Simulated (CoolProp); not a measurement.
Vapour-liquid equilibrium of propane (1) + R152A (2) at -7.45 °C; x and y are mole fractions of (1).

Model: multi-fluid Helmholtz-energy mixture model, Lemmon 2009 and Outcalt 1996; pair parameters Bell 2016, in CoolProp.

```json
[
 {"x": "0.05", "bubble pressure (bar)": "2.490", "y at the bubble point": "0.221", "dew pressure at overall composition x (bar)": "2.097", "liquid density (mol/L)": "14.56"},
 {"x": "0.15", "bubble pressure (bar)": "3.186", "y at the bubble point": "0.431", "dew pressure at overall composition x (bar)": "2.312", "liquid density (mol/L)": "14.16"},
 {"x": "0.25", "bubble pressure (bar)": "3.614", "y at the bubble point": "0.531", "dew pressure at overall composition x (bar)": "2.570", "liquid density (mol/L)": "13.79"},
 {"x": "0.35", "bubble pressure (bar)": "3.874", "y at the bubble point": "0.589", "dew pressure at overall composition x (bar)": "2.883", "liquid density (mol/L)": "13.45"},
 {"x": "0.45", "bubble pressure (bar)": "4.032", "y at the bubble point": "0.629", "dew pressure at overall composition x (bar)": "3.263", "liquid density (mol/L)": "13.15"},
 {"x": "0.55", "bubble pressure (bar)": "4.130", "y at the bubble point": "0.663", "dew pressure at overall composition x (bar)": "3.701", "liquid density (mol/L)": "12.89"},
 {"x": "0.65", "bubble pressure (bar)": "4.188", "y at the bubble point": "0.697", "dew pressure at overall composition x (bar)": "4.097", "liquid density (mol/L)": "12.67"},
 {"x": "0.75", "bubble pressure (bar)": "4.204", "y at the bubble point": "0.740", "dew pressure at overall composition x (bar)": "4.200", "liquid density (mol/L)": "12.49"},
 {"x": "0.85", "bubble pressure (bar)": "4.148", "y at the bubble point": "0.803", "dew pressure at overall composition x (bar)": "4.072", "liquid density (mol/L)": "12.35"},
 {"x": "0.95", "bubble pressure (bar)": "3.949", "y at the bubble point": "0.911", "dew pressure at overall composition x (bar)": "3.865", "liquid density (mol/L)": "12.25"}
]
```

y crosses x between x = 0.65 and 0.75: the model has an azeotrope there.

Pair parameters are fitted to limited data, so mixtures are less certain than the pure fluids.
